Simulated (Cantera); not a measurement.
## N2O furnace oxynitridation

An isothermal, constant-pressure homogeneous reactor starts with N2O : O2 = 1 : 0.58 (molar parts), at 1173 K and 1130 Torr.

Cantera simulation using GRI-Mech 3.0 (53 species, 325 reactions); the numbers are that mechanism's predictions, not measurements. GRI-Mech 3.0 was tuned for natural gas; its chemistry of N2O as a main component is partial and can be far from experiment. The mechanism lacks the step 2 NO + O2 → 2 NO2, which can matter for NO2 below about 1400 K. The temperature is held fixed by assumption; the heat of reaction is taken as removed at once.

| t (s) | x N2O | x O2 | x NO | x NO2 | x O |
|---|---|---|---|---|---|
| 0.000100 | 0.633 | 0.367 | 2.78e-6 | 1.68e-10 | 1.09e-6 |
| 0.000289 | 0.633 | 0.367 | 8.44e-6 | 1.54e-9 | 1.09e-6 |
| 0.000838 | 0.633 | 0.367 | 2.48e-5 | 1.32e-8 | 1.09e-6 |
| 0.00242 | 0.632 | 0.367 | 7.21e-5 | 1.07e-7 | 1.09e-6 |
| 0.00702 | 0.630 | 0.368 | 0.000208 | 8.05e-7 | 1.09e-6 |
| 0.0203 | 0.625 | 0.369 | 0.000595 | 5.08e-6 | 1.08e-6 |
| 0.0588 | 0.609 | 0.372 | 0.00167 | 2.30e-5 | 1.06e-6 |
| 0.170 | 0.568 | 0.380 | 0.00451 | 7.42e-5 | 1.01e-6 |
| 0.492 | 0.470 | 0.401 | 0.0109 | 0.000190 | 8.82e-7 |
| 1.43 | 0.294 | 0.438 | 0.0209 | 0.000373 | 6.33e-7 |
| 4.12 | 0.105 | 0.480 | 0.0283 | 0.000520 | 2.92e-7 |
| 11.9 | 0.0112 | 0.501 | 0.0291 | 0.000645 | 4.45e-8 |
| 34.6 | 3.61e-5 | 0.504 | 0.0286 | 0.00104 | 8.26e-9 |
| 100 | 2.16e-7 | 0.504 | 0.0286 | 0.00104 | 8.15e-9 |
x: mole fraction; the columns are a selection and need not sum to one.

Equilibrium at this temperature and pressure: N2O 1.33e-8, O2 0.519, NO 0.000196, NO2 7.24e-6, O 8.27e-9 (gas phase only).
